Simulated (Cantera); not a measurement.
Charge: 1 mol BF3, 2.7 mol H2O, 0.2 mol N2, equilibrated at 900 K and 0.280 bar.

Equilibrium computed with Cantera from the NASA thermochemical tables; the gas is ideal and each condensed phase is pure. Candidate condensed phases: B, BN, B2O3, B3O3H3, H2O; 62 gas species. Equilibrium is a limit: real reactors are often held back by kinetics, nucleation or transport.

Base state: H2O 0.575, BF3 0.178, HF 0.173, N2 0.0501, B3O3F3 0.0144, (HBO2)3 0.00963 (mole fractions); condensed: gas only.

Task: What changes in the equilibrium state with this change: BF3 replaced by B2O3?

Result: 
| species | before | after |
|---|---|---|
| H2O | 0.575 | 0.908 |
| N2 | 0.0501 | 0.0697 |
| (HBO2)3 | 0.00963 | 0.0221 |
| BF3 | 0.178 | 0 |
| HF | 0.173 | 0 |
| B3O3F3 | 0.0144 | 0 |
| B2O3(l), mol | 0 | 0.905 |
Gases not in the tables: H3BO3.

Task: What changes in the equilibrium state with this change: H2O from 2.7 to 6.5 mol?

Result: 
```csv
species,before,after
H2O,0.575,0.736
HF,0.173,0.147
BF3,0.178,0.0730
B3O3F3,0.0144,0.00551
N2,0.0501,0.0255
(HBO2)3,0.00963,0.0127
```
Gases not in the tables: H3BO3.

Task: What changes in the equilibrium state with this change: temperature from 900 K to 800 K?

Result: 
```
species   before    after
-------  -------  -------
H2O        0.575    0.597
BF3        0.178    0.199
HF         0.173    0.136
B3O3F3    0.0144  0.00788
N2        0.0501   0.0504
(HBO2)3  0.00963  0.00987
```
